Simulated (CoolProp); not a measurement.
Vapour-liquid equilibrium of m-xylene (1) + o-xylene (2) at 227.25 °C; x and y are mole fractions of (1).

Computed with CoolProp (multi-fluid Helmholtz-energy mixture model, Zhou 2012 and Zhou 2012; pair parameters Bell 2016).

| x | bubble pressure, mixture model (bar) | bubble pressure, Raoult's law (bar) | y, mixture model | y, Raoult's law |
|---|---|---|---|---|
| 0.05 | 6.061 | 6.065 | 0.054 | 0.056 |
| 0.2 | 6.166 | 6.175 | 0.215 | 0.219 |
| 0.35 | 6.278 | 6.286 | 0.373 | 0.377 |
| 0.5 | 6.394 | 6.396 | 0.525 | 0.529 |
| 0.65 | 6.509 | 6.507 | 0.672 | 0.676 |
| 0.8 | 6.622 | 6.617 | 0.815 | 0.818 |
| 0.95 | 6.730 | 6.728 | 0.954 | 0.955 |

The largest gap from Raoult's law is -0.1 % in bubble pressure, at x = 0.2. No azeotrope shows between x = 0.05 and 0.95.

Pair parameters are fitted to limited data, so mixtures are less certain than the pure fluids.
